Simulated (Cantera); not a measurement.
A closed system holds: 1 mol C3H8, 0.19 mol O2, at 1 atm.

Cantera equilibrium calculation (NASA polynomials, part measured and part estimated; ideal gas, pure solids and liquids). Candidate condensed phases: C, C6H6, C7H8, C8H18, H2O; 110 gas species. Kinetics and transport are ignored. All values below are at 1200 K.

Base state: H2 0.899, CO 0.0858, CH4 0.0129, H2O 0.00203, CO2 0.000141 (mole fractions); condensed: C(graphite).

**Question.** What changes in the equilibrium state with this change: pressure from 1 atm to 2.70 mbar?

**Answer.** 
```json
[
 {"species": "H2", "before": "0.899", "after": "0.913"},
 {"species": "CO", "before": "0.0858", "after": "0.0868"},
 {"species": "CH4", "before": "0.0129", "after": "3.56e-5"},
 {"species": "H2O", "before": "0.00203", "after": "5.55e-6"},
 {"species": "CO2", "before": "0.000141", "after": "3.84e-7"},
 {"species": "C(graphite), mol", "before": "2.57", "after": "2.62"}
]
```

**Question.** What changes in the equilibrium state with this change: O2 from 0.19 to 1.5 mol?

**Answer.** 
| species | before | after |
|---|---|---|
| H2 | 0.899 | 0.563 |
| CO | 0.0858 | 0.422 |
| H2O | 0.00203 | 0.00625 |
| CH4 | 0.0129 | 0.00508 |
| CO2 | 0.000141 | 0.00341 |
| C(graphite), mol | 2.57 | 0.0316 |
